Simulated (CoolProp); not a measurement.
Vapour-liquid equilibrium of R141b (1) + n-pentane (2) at 0.589 bar; x and y are mole fractions of (1).

Values from CoolProp's multi-fluid Helmholtz-energy mixture model, Lemmon 2006 and Thol 2019; pair parameters Bell 2016.

```csv
x,"bubble temperature, mixture model (°C)","bubble temperature, Raoult's law (°C)","y, mixture model","y, Raoult's law"
0.05,20.0,20.9,0.086,0.057
0.125,18.8,20.6,0.189,0.141
0.2,17.9,20.3,0.273,0.223
0.275,17.3,20.0,0.344,0.304
0.35,16.8,19.7,0.409,0.382
0.425,16.5,19.5,0.468,0.459
0.5,16.2,19.2,0.527,0.535
0.575,16.1,18.9,0.585,0.609
0.65,16.1,18.7,0.645,0.681
0.725,16.2,18.4,0.709,0.752
0.8,16.4,18.1,0.778,0.821
0.875,16.7,17.9,0.853,0.889
0.95,17.1,17.6,0.938,0.956
```

The largest gap from Raoult's law is -3.0 K in bubble temperature, at x = 0.425. y crosses x between x = 0.575 and 0.65: the model has an azeotrope there.

The pair parameters rest on a limited set of measurements; away from them the model extrapolates.
